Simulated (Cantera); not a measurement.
An isothermal, constant-pressure homogeneous reactor starts with 12.7 % NO, 87.3 % N2, at 2000 K and 20.0 Torr.

Computed with Cantera and GRI-Mech 3.0 (53 species, 325 reactions). Radical loss at walls, strong at low pressure, is not modelled.

x: mole fraction; the columns are a selection and need not sum to one.

```csv
t (s),x NO,x NO2,x N2,x O,x N2O
0.000200,0.127,7.44e-11,0.873,9.98e-8,9.86e-8
0.000485,0.127,4.23e-10,0.873,2.44e-7,2.37e-7
0.00118,0.127,2.31e-9,0.873,6.03e-7,5.61e-7
0.00285,0.127,(withheld),0.873,(withheld),(withheld)
0.00691,0.127,4.91e-8,0.873,4.05e-6,2.75e-6
0.0168,0.127,1.76e-7,0.873,1.14e-5,5.02e-6
0.0406,0.127,5.43e-7,0.873,3.23e-5,6.95e-6
0.0985,0.126,1.36e-6,0.873,8.28e-5,7.28e-6
0.239,0.126,(withheld),0.874,(withheld),6.99e-6
0.579,0.125,3.38e-6,0.874,0.000234,6.68e-6
1.40,0.122,4.24e-6,0.875,0.000285,6.25e-6
3.40,0.114,5.75e-6,0.879,0.000385,5.26e-6
8.25,0.0921,7.38e-6,0.890,0.000574,3.21e-6
20.0,0.0466,5.67e-6,0.913,0.000833,7.80e-7
```

Q: What belongs in the gaps?

A: 
- 0.00285, x NO2: 1.15e-8
- 0.00285, x O: 1.53e-6
- 0.00285, x N2O: 1.29e-6
- 0.239, x NO2: 2.51e-6
- 0.239, x O: 0.000167
